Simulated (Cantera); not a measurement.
Input: 1 mol B2H6, a varied amount of H2O, held at 875 K and 4.00 mbar.

Method: chemical equilibrium by Gibbs-energy minimisation in Cantera with the NASA 1993 tables (ideal gas, pure condensed phases). Candidate condensed phases: B, B2O3, B3O3H3, H2O; 23 gas species. The feed counts by its element totals alone. Gases not in the tables: H3BO3. The numbers say what is thermodynamically allowed, not how fast it happens.

Q: Which condensed phases are stable at each of these points (n(H2O) (mol)): 0.48, 0.66, 0.9, 1.2, 1.7, 2.3, 3.2, 4.3, 5.9, 8.1?

A: 
| n(H2O) (mol) | condensed phases | B condensed (%) |
|---|---|---|
| 0.48 | B(s) + B2O3(l) | 99.8 |
| 0.66 | B(s) + B2O3(l) | 99.8 |
| 0.9 | B(s) + B2O3(l) | 99.8 |
| 1.2 | B(s) + B2O3(l) | 99.8 |
| 1.7 | B(s) + B2O3(l) | 99.8 |
| 2.3 | B(s) + B2O3(l) | 99.7 |
| 3.2 | B2O3(l) | 100.0 |
| 4.3 | B2O3(l) | 99.7 |
| 5.9 | B2O3(l) | 99.1 |
| 8.1 | B2O3(l) | 98.2 |

From 0.48 mol H2O to 2.3 mol H2O the condensed part is B(s) + B2O3(l). From 3.2 mol H2O to 8.1 mol H2O the condensed part is B2O3(l). The share of B in condensed phases is highest at 3.2 mol H2O (100.0 %) and lowest at 8.1 mol H2O (98.2 %).
